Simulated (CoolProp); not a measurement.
Vapour-liquid equilibrium of ethane (1) + C2F6 (R116) (2) at -50.35 °C; x and y are mole fractions of (1).

The numbers come from the multi-fluid Helmholtz-energy mixture model, Bücker 2006 and Lemmon 2006; pair parameters Bell 2016 in CoolProp.

```csv
x,bubble pressure (MPa),y at the bubble point,dew pressure at overall composition x (MPa),liquid density (mol/L)
0.05,0.4155,0.150,0.3806,?
0.2,0.5430,0.420,0.4351,11.29
0.35,0.6204,?,0.5045,11.84
0.5,0.6561,0.619,0.5905,?
0.65,0.6675,0.668,0.6652,13.37
0.8,0.6597,0.728,0.6335,14.47
0.95,0.5977,?,0.5666,15.84
```

Fill in the missing entries.


- 0.05, liquid density (mol/L): 10.82
- 0.35, y at the bubble point: 0.549
- 0.5, liquid density (mol/L): 12.51
- 0.95, y at the bubble point: 0.881

y crosses x between x = 0.65 and 0.8: the model has an azeotrope there.

The pair parameters rest on a limited set of measurements; away from them the model extrapolates.
